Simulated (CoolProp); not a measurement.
Vapour-liquid equilibrium of n-hexane (1) + toluene (2) at 0.171 MPa; x and y are mole fractions of (1).

Values from CoolProp's multi-fluid Helmholtz-energy mixture model, Thol 2019 and Lemmon 2006; pair parameters Bell 2016.

| x | bubble temperature (K) | y at the bubble point | dew temperature at overall composition x (K) | liquid density (mol/L) |
|---|---|---|---|---|
| 0.05 | 397.9 | 0.164 | 401.7 | 8.189 |
| 0.125 | 391.4 | 0.343 | 399.2 | 8.107 |
| 0.2 | 386.2 | 0.470 | 396.7 | 8.014 |
| 0.275 | 382.0 | 0.565 | 394.0 | 7.913 |
| 0.35 | 378.4 | 0.640 | 391.1 | 7.809 |
| 0.425 | 375.4 | 0.701 | 388.1 | 7.702 |
| 0.5 | 372.7 | 0.753 | 384.9 | 7.594 |
| 0.575 | 370.3 | 0.798 | 381.5 | 7.487 |
| 0.65 | 368.1 | 0.839 | 377.9 | 7.381 |
| 0.725 | 366.1 | 0.876 | 374.1 | 7.276 |
| 0.8 | 364.2 | 0.912 | 370.2 | 7.173 |
| 0.875 | 362.4 | 0.945 | 366.1 | 7.073 |
| 0.95 | 360.6 | 0.978 | 362.1 | 6.974 |

No azeotrope shows between x = 0.05 and 0.95.

Pair parameters are fitted to limited data, so mixtures are less certain than the pure fluids.
